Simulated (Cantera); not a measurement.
A Cantera script and what it prints.

```python
import numpy as np
import cantera as ct

gas_names = """
    CL CL2 H HCL H2 Si SiCL SiCL2 SiCL3 SiCL4 SiH SiHCL3 SiH2 SiH2CL2 SiH3 SiH3CL SiH4 Si2 Si3
""".split()
cond_names = """
    Si(cr) Si(L)
""".split()


def load(file, names, dense=False):
    # The tables refer to 1 bar. Condensed volumes are neglected.
    table = {s.name: s for s in ct.Species.list_from_file(file)}
    out = []
    for n in names:
        d = dict(table[n].input_data)
        d["thermo"] = dict(d["thermo"], **{"reference-pressure": 1e5})
        if dense:
            d["equation-of-state"] = {"model": "constant-volume", "density": "1e6 g/cm^3"}
        out.append(ct.Species.from_dict(d))
    return out


gas = ct.Solution(thermo="ideal-gas", species=load("nasa_gas.yaml", gas_names))
cond = {s.name: ct.Solution(thermo="fixed-stoichiometry", species=[s], name=s.name)
        for s in load("nasa_condensed.yaml", cond_names, dense=True)}
atoms = {
    'Si2H6': {'Si': 2, 'H': 6},
    'Cl2': {'CL': 2},
    'H2': {'H': 2},
}
top_T = {}  # K; cautious upper limits of use, not melting points


def equilibrate(T, P, feed):
    n = {}
    for name, mol in feed.items():
        for a, k in atoms[name].items():
            n[a] = n.get(a, 0.0) + k * mol
    gas.TPX = T, P, n
    mass = sum(n.values()) * gas.mean_molecular_weight
    gas.equilibrate("TP")
    valid = [c for c in cond.values() if c.min_temp <= T <= top_T.get(c.name, c.max_temp)]
    mix = ct.Mixture([(gas, mass / gas.mean_molecular_weight)] + [(c, 0.0) for c in valid])
    mix.T, mix.P = T, P
    mix.equilibrate("TP", solver="vcs", rtol=1e-11, max_steps=5000)
    return mix


results = []
feed = {'Si2H6': 1, 'Cl2': 0.58, 'H2': 55}  # mol
T = 1473.15  # K
P = 10000  # Pa
mix = equilibrate(T, P, feed)
results.append((T, P, feed, dict(zip(mix.species_names, mix.species_moles))))
x = sorted(zip(gas.X, gas.species_names), reverse=True)
print(f"T = {T:g} K  P = {P:g} Pa  gas = {mix.phase_moles(0):.4g} mol")
print("   x: " + "  ".join(f"{s} {v:.3e}" for v, s in x if v > 1e-05))
print("   condensed (mol): " + ("  ".join(f"{mix.phase(i).name} {mix.phase_moles(i):.4g}"
      for i in range(1, mix.n_phases) if mix.phase_moles(i) > 1e-12) or "none"))
```

Result:

```
T = 1473.15 K  P = 10000 Pa  gas = 58.58 mol
   x: H2 9.812e-01  HCL 1.771e-02  SiCL2 1.005e-03  H 3.970e-05  SiCL3 1.688e-05
   condensed (mol): Si(cr) 1.939
```

These are equilibrium values from Cantera (NASA tables, ideal gas, pure condensed phases), not measurements of a reactor. The feed counts by its element totals alone. The tables' values for SiCl3 are old estimates; treat these amounts as uncertain.
